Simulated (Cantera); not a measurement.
What does this Cantera script print?

```python
import numpy as np
import cantera as ct

gas_names = """
    H HNO HNO2 HNO3 HO2 H2 H2O H2O2 N NH NH2 NH3 NH2OH NO NO2 NO3 N2 N2H2 N2H4 N2O O OH O2 O3 Si SiH
    SiH2 SiH3 SiH4 SiN SiO SiO2 Si2 Si2N Si3
""".split()
cond_names = """
    H2O(s) H2O(L) Si(cr) Si(L) SiO2(Lqz) SiO2(hqz) SiO2(L) Si2N2O(s) Si3N4(a)
""".split()


def load(file, names, dense=False):
    # The tables refer to 1 bar. Condensed volumes are neglected.
    table = {s.name: s for s in ct.Species.list_from_file(file)}
    out = []
    for n in names:
        d = dict(table[n].input_data)
        d["thermo"] = dict(d["thermo"], **{"reference-pressure": 1e5})
        if dense:
            d["equation-of-state"] = {"model": "constant-volume", "density": "1e6 g/cm^3"}
        out.append(ct.Species.from_dict(d))
    return out


gas = ct.Solution(thermo="ideal-gas", species=load("nasa_gas.yaml", gas_names))
cond = {s.name: ct.Solution(thermo="fixed-stoichiometry", species=[s], name=s.name)
        for s in load("nasa_condensed.yaml", cond_names, dense=True)}
atoms = {
    'Si': {'Si': 1},
    'N2O': {'N': 2, 'O': 1},
    'H2': {'H': 2},
}
top_T = {'Si2N2O(s)': 2100, 'Si3N4(a)': 2400}  # K; cautious upper limits of use, not melting points


def equilibrate(T, P, feed):
    n = {}
    for name, mol in feed.items():
        for a, k in atoms[name].items():
            n[a] = n.get(a, 0.0) + k * mol
    gas.TPX = T, P, n
    mass = sum(n.values()) * gas.mean_molecular_weight
    gas.equilibrate("TP")
    valid = [c for c in cond.values() if c.min_temp <= T <= top_T.get(c.name, c.max_temp)]
    mix = ct.Mixture([(gas, mass / gas.mean_molecular_weight)] + [(c, 0.0) for c in valid])
    mix.T, mix.P = T, P
    mix.equilibrate("TP", solver="vcs", rtol=1e-11, max_steps=5000)
    return mix


results = []
feed = {'Si': 1, 'N2O': 0.22, 'H2': 370}  # mol
T = 2173.15  # K
P = 29000  # Pa
mix = equilibrate(T, P, feed)
results.append((T, P, feed, dict(zip(mix.species_names, mix.species_moles))))
print(gas.report(threshold=1e-06))
for i in range(1, mix.n_phases):
    print(f"{mix.phase(i).name:16s} {mix.phase_moles(i):12.5e} mol")
```

Output:

```
       temperature   2173.2 K
          pressure   29000 Pa
           density   0.003351 kg/m^3
  mean mol. weight   2.0878 kg/kmol
   phase of matter   gas

                          1 kg             1 kmol
                     ---------------   ---------------
          enthalpy        2.9347e+07        6.1271e+07  J
   internal energy        2.0693e+07        4.3203e+07  J
           entropy             96786        2.0207e+05  J/K
    Gibbs function       -1.8098e+08       -3.7787e+08  J
 heat capacity c_p             16588             34632  J/K
 heat capacity c_v             12605             26318  J/K

                      mass frac. Y      mole frac. X     chem. pot. / RT
                     ---------------   ---------------   ---------------
                 H         0.0043048         0.0089164           -10.499
                H2           0.95439            0.9884           -20.998
                N2          0.007891         0.0005881           -35.901
                Si           0.01314         0.0009768           -6.3523
               SiH         0.0034002        0.00024401           -16.851
              SiH2         0.0037407        0.00025946            -27.35
               SiN        4.5802e-05        2.2718e-06           -24.303
               SiO          0.012468         0.0005905           -44.192
               Si2        0.00039896        1.4829e-05           -12.705
              Si2N        8.6203e-05        2.5646e-06           -30.655
               Si3        0.00011829        2.9312e-06           -19.057
     [  +24 minor]        1.2071e-05        8.8552e-07

Si(L)             2.11262e-01 mol
SiO2(L)           0.00000e+00 mol
Si3N4(a)          0.00000e+00 mol
```

These are equilibrium values from Cantera (NASA tables, ideal gas, pure condensed phases), not measurements of a reactor. Gases not in the tables: Si2H6 and higher silanes.
